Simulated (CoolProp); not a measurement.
Properties of R404A at several states (Tc = 72.1 °C, pc = 3735 kPa, ω = 0.293).

The numbers come from the reference Helmholtz-energy equation of state, Lemmon 2003 in CoolProp. It is a pseudo-pure fit of the blend.

```tsv
T (°C)	p (kPa)	phase	density (kg/m³)	cp (kJ/(kg K))	viscosity (µPa s)	Prandtl number	fugacity coefficient
11.95	315	gas	13.85	0.8999	11.8	0.826	0.9399
158.55	2170	gas	65.31	1.163	18.2	0.835	0.9089
199.85	7360	supercritical	229.4	1.384	25.7	1.03	0.8038
```

Viscosity comes from a separate model (Geller 2000). Thermal conductivity comes from a separate model (Geller 2001).
